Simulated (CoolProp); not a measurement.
Propylene glycol along the isobar 899 kPa: density (kg/m³) from the reference equation and from simpler models built on Tc = 400.8 °C, pc = 7292 kPa, ω = 0.327; each cubic takes its own stable root.

Computed with CoolProp (reference Helmholtz-energy equation of state, Eisenbach 2021).

```tsv
T (°C)	phase	reference
67.55	liquid	1000.0
83.25	liquid	987.3
99.05	liquid	974.3
114.75	liquid	961.1
130.45	liquid	947.4
146.15	liquid	933.4
161.95	liquid	918.7
177.65	liquid	903.6
193.35	liquid	887.8
209.15	liquid	871.2
224.85	liquid	853.8
240.55	liquid	835.4
256.35	liquid	815.7
272.05	liquid	794.6
```

**Question.** How far does each simpler model (van der Waals, Redlich-Kwong, Soave-Redlich-Kwong, Peng-Robinson) lie from the reference over these 14 states: mean and median of the absolute difference, and the worst?

**Answer.** 
- van der Waals: mean 71.1 %, median 97.7 %, worst -98.0 % at 272.05 °C and 899 kPa
- Redlich-Kwong: mean 31.8 %, median 6.0 %, worst -97.9 % at 272.05 °C and 899 kPa
- Soave-Redlich-Kwong: mean 15.4 %, median 1.5 %, worst -97.9 % at 272.05 °C and 899 kPa
- Peng-Robinson: mean 23.5 %, median 11.4 %, worst -97.9 % at 272.05 °C and 899 kPa

At some of these states van der Waals, Redlich-Kwong, Soave-Redlich-Kwong, Peng-Robinson gives the other phase, because its saturation line lies elsewhere.
